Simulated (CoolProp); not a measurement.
Vapour-liquid equilibrium of methanol (1) + water (2) at 369.1 K; x and y are mole fractions of (1).

The numbers come from the multi-fluid Helmholtz-energy mixture model, de Reuck 1993 and Wagner 2002; pair parameters Bell 2016 in CoolProp.

```csv
x,"bubble pressure, mixture model (kPa)","bubble pressure, Raoult's law (kPa)","y, mixture model","y, Raoult's law"
0.05,105.7,98.78,0.203,0.157
0.15,136.9,121.1,0.438,0.385
0.25,163.8,143.4,0.575,0.542
0.35,187.4,165.8,0.667,0.656
0.45,208.6,188.1,0.737,0.744
0.55,228.2,210.4,0.793,0.813
0.65,246.9,232.8,0.843,0.868
0.75,265.1,255.1,0.889,0.914
0.85,283.3,277.4,0.933,0.953
0.95,301.6,299.7,0.977,0.985
```

The largest gap from Raoult's law is +14.2 % in bubble pressure, at x = 0.25. No azeotrope shows between x = 0.05 and 0.95.

The pair parameters rest on a limited set of measurements; away from them the model extrapolates.
